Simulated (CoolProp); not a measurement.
Computed with CoolProp (reference Helmholtz-energy equation of state, Lemmon 2000). It is a pseudo-pure fit of the blend.

Task: For dry air, give the phase and the speed of sound (m/s), Joule-Thomson coefficient (K/MPa), isothermal compressibility (1/MPa), expansivity (1/kK) at 142 K and 15100 kPa.

Result: 
- 142 K and 15100 kPa: supercritical; speed of sound 507, Joule-Thomson coefficient 0.205, isothermal compressibility 0.0149, expansivity 8.93
